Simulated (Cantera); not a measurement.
# Adiabatic ignition

An adiabatic, constant-volume homogeneous reactor starts with CH₄ : C₂H₆ : O₂ : N₂ = 1 : 0.04 : 3.96 : 14.9 (molar parts), equivalence ratio 0.54, at 1123 K and 7500 Torr.

Detailed kinetics in Cantera: GRI-Mech 3.0 (53 species, 325 reactions).

```tsv
t (s)	T (K)	P (bar)	x CH₄	x C₂H₆	x O₂	x H₂	x N₂O
1.00e-6	1123	10.0	0.0503	0.00201	0.199	<1e-12	<1e-12
4.24e-6	1123	10.0	0.0503	0.00201	0.199	4.02e-12	<1e-12
1.80e-5	1123	10.0	0.0503	0.00201	0.199	4.87e-11	<1e-12
7.63e-5	1123	10.00	0.0503	0.00201	0.199	8.74e-10	<1e-12
0.000324	1123	10.0	0.0503	0.00201	0.199	2.73e-8	1.98e-12
0.00137	1123	10.0	0.0502	0.00200	0.199	3.24e-6	6.74e-11
0.00583	2490	22.3	<1e-12	<1e-12	0.0877	0.000421	3.40e-6
0.0247	2470	22.1	<1e-12	<1e-12	0.0836	0.000393	3.38e-6
0.105	2470	22.1	<1e-12	<1e-12	0.0836	0.000393	3.38e-6
0.445	2470	22.1	<1e-12	<1e-12	0.0836	0.000393	3.38e-6
1.89	2470	22.1	<1e-12	<1e-12	0.0836	0.000393	3.38e-6
8.00	2470	22.1	<1e-12	<1e-12	0.0836	0.000393	3.38e-6
```
x: mole fraction; the columns are a selection and need not sum to one.

```
Property                                                           Value
---------------------------------  -------------------------------------
time of steepest temperature rise                                4.59 ms
temperature at 8.00 s                                             2470 K
equilibrium temperature                                           2470 K
x(CH₄) at 8.00 s                   <1e-12 (gas-phase equilibrium <1e-12)
x(C₂H₆) at 8.00 s                  <1e-12 (gas-phase equilibrium <1e-12)
x(O₂) at 8.00 s                    0.0836 (gas-phase equilibrium 0.0836)
```
